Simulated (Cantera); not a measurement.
Charge: 1 mol CuO, 0.79 mol CO, held at 1.00 bar.

Method: chemical equilibrium by Gibbs-energy minimisation in Cantera with the NASA 1993 tables (ideal gas, pure condensed phases). Candidate condensed phases: C, Cu, CuO, Cu2O; 15 gas species. Each liquid is taken as pure. Mutual solubility and eutectic melting of coexisting phases are not modelled. The numbers say what is thermodynamically allowed, not how fast it happens. All values below are at 1527 °C.

Base state: CO2 0.993, CO 0.00373, O2 0.00301, Cu 0.000541 (mole fractions); condensed: Cu(l) + Cu2O(l).

Q: What changes in the equilibrium state with this change: pressure from 1.00 bar to 13.3 mbar?

A: 
```json
[
 {"species": "CO2", "before": "0.993", "after": "0.840"},
 {"species": "O2", "before": "0.00301", "after": "0.114"},
 {"species": "Cu", "before": "0.000541", "after": "0.0406"},
 {"species": "Cu2", "before": "1.04e-6", "after": "7.79e-5"},
 {"species": "CuO", "before": "3.93e-6", "after": "0.000210"},
 {"species": "O", "before": "6.67e-6", "after": "0.000356"},
 {"species": "CO", "before": "0.00373", "after": "0.00443"},
 {"species": "Cu(l), mol", "before": "0.583", "after": "0.962"},
 {"species": "Cu2O(l), mol", "before": "0.208", "after": "0"}
]
```
